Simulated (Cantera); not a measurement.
**V2O5 + H2 (hydrogen reduction and annealing atmospheres)**

Feed: 1 mol V2O5, 26 mol H2, at 0.100 bar.

Equilibrium computed with Cantera from the NASA thermochemical tables; the gas is ideal and each condensed phase is pure. Candidate condensed phases: H2O, V, VO, V2O3, V2O4, V2O5; 12 gas species. Mutual solubility and eutectic melting of coexisting phases are not modelled. VO: taken at fixed stoichiometry. Condensed phases not in the tables: the oxides between V2O3 and V2O5 other than VO2. Equilibrium is a limit: real reactors are often held back by kinetics, nucleation or transport.

```json
[
 {"T (K)": "2098", "x H2": "0.914", "x H2O": "0.0760", "x H": "0.00930", "x VO2": "0.000804", "x VO": "5.62e-5", "x OH": "9.18e-5", "n V2O3(s)": "0.989", "n VO(l)": "0"},
 {"T (K)": "2123", "x H2": "0.912", "x H2O": "0.0758", "x H": "0.0108", "x VO2": "0.00109", "x VO": "8.22e-5", "x OH": "0.000111", "n V2O3(s)": "0.985", "n VO(l)": "0"},
 {"T (K)": "2148", "x H2": "0.910", "x H2O": "0.0755", "x H": "0.0126", "x VO2": "0.00147", "x VO": "0.000119", "x OH": "0.000134", "n V2O3(s)": "0.979", "n VO(l)": "0"},
 {"T (K)": "2173", "x H2": "0.908", "x H2O": "0.0751", "x H": "0.0145", "x VO2": "0.00197", "x VO": "0.000171", "x OH": "0.000161", "n V2O3(s)": "0.972", "n VO(l)": "0"},
 {"T (K)": "2198", "x H2": "0.906", "x H2O": "0.0747", "x H": "0.0168", "x VO2": "0.00262", "x VO": "0.000243", "x OH": "0.000192", "n V2O3(s)": "0.962", "n VO(l)": "0"},
 {"T (K)": "2223", "x H2": "0.900", "x H2O": "0.0769", "x H": "0.0192", "x VO2": "0.00352", "x VO": "0.000337", "x OH": "0.000237", "n V2O3(s)": "0.874", "n VO(l)": "0.151"},
 {"T (K)": "2248", "x H2": "0.887", "x H2O": "0.0858", "x H": "0.0219", "x VO2": "0.00491", "x VO": "0.000443", "x OH": "0.000317", "n V2O3(s)": "0.593", "n VO(l)": "0.673"}
]
```
x: gas mole fraction; n: condensed amount in mol.

From 2098 K to 2198 K the condensed part is V2O3(s). From 2223 K to 2248 K the condensed part is VO(l) + V2O3(s). The main V-bearing gas is VO2 throughout. The share of V in condensed phases is highest at 2098 K (98.9 %) and lowest at 2248 K (92.9 %).
